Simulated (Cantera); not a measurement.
Input: 1 mol Cr2O3, 26 mol H2, equilibrated at 0.488 Torr.

Cantera equilibrium calculation (NASA polynomials, part measured and part estimated; ideal gas, pure solids and liquids). Candidate condensed phases: Cr, Cr2O3, H2O; 13 gas species. Rates play no part.

x: gas mole fraction; n: condensed amount in mol.

| T (K) | x H2 | x H2O | x H | x Cr | n Cr2O3(s) |
|---|---|---|---|---|---|
| 1600 | 0.991 | 0.00394 | 0.00212 | 0.00262 | 0.966 |
| 1675 | 0.981 | 0.00840 | 0.00451 | 0.00560 | 0.926 |
| 1750 | 0.963 | 0.0167 | 0.00895 | 0.0111 | 0.852 |
| 1825 | 0.931 | 0.0310 | 0.0167 | 0.0206 | 0.720 |
| 1900 | 0.880 | ___ | ___ | ___ | ___ |
| 1975 | 0.802 | ___ | ___ | ___ | ___ |
| 2050 | 0.757 | 0.0956 | 0.0774 | 0.0627 | 0 |

Task: What belongs in the gaps?

Result: 
- 1900, x H2O: 0.0539
- 1900, x H: 0.0292
- 1900, x Cr: 0.0356
- 1900, n Cr2O3(s): 0.494
- 1975, x H2O: 0.0878
- 1975, x H: 0.0481
- 1975, x Cr: 0.0575
- 1975, n Cr2O3(s): 0.120
